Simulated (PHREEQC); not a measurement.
## Silver or lead bath (model solution)

Consider water at 20 °C with 0.0145 mol AgNO3 per kg of water. Closed to the air; pH follows from the charge balance.

The numbers come from PHREEQC with the ion-association model, wateq4f.dat.

No solid was allowed to form.

**Question.** What pH does the model give?

**Answer.** pH 6.87.
